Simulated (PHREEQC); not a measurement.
**Hard or scaling water: speciation**

A solution holds 0.18 mol/kgw MgCl2 and 0.00018 mol/kgw Na2CO3, at 57 °C. Closed to the air; pH follows from the charge balance.

Computed with PHREEQC (ion-association model, phreeqc.dat).

Each row changes one thing in this solution. This is a speciation only: nothing precipitates in the calculation.

```csv
case,pH,ionic strength (mol/kgw)
as made,7.68,0.540
Na2CO3 from 0.00018 to 0.00027 mol/kgw,[?],0.540
diluted 2-fold with water,7.65,[?]
MgCl2 left out,9.27,0.000382
Na2CO3 left out,5.79,0.540
MgCl2 from 0.18 to 0.018 mol/kgw,8.41,0.0540
MgCl2 replaced by FeCl3 at the same molality,1.71,[?]
diluted 5-fold with water,[?],0.108
```

What belongs in the gaps?


- Na2CO3 from 0.00018 to 0.00027 mol/kgw, pH: 7.84
- diluted 2-fold with water, ionic strength (mol/kgw): 0.270
- MgCl2 replaced by FeCl3 at the same molality, ionic strength (mol/kgw): 0.615
- diluted 5-fold with water, pH: 7.57

Some of these states are supersaturated (in Hematite (slow to form), Goethite (slow to form), for instance). Constants without temperature data keep their 25 °C values here.
